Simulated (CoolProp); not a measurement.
Vapour-liquid equilibrium of ethanol (1) + toluene (2) at 0.552 bar; x and y are mole fractions of (1).

Computed with CoolProp (multi-fluid Helmholtz-energy mixture model, Schroeder 2014 and Lemmon 2006; pair parameters Bell 2016).

Question: Give the bubble temperature and the first vapour's composition at x = 0.35, 0.575, 0.875. Is there an azeotrope?

Answer: x = 0.35: 335.7 K, y = 0.688; x = 0.575: 335.1 K, y = 0.708; x = 0.875: 335.2 K, y = 0.829. y crosses x between x = 0.725 and 0.8: the model has an azeotrope there.

The pair parameters rest on a limited set of measurements; away from them the model extrapolates. With so large a gap from Raoult's law the liquid may split in two, which this calculation doesn't test in full.
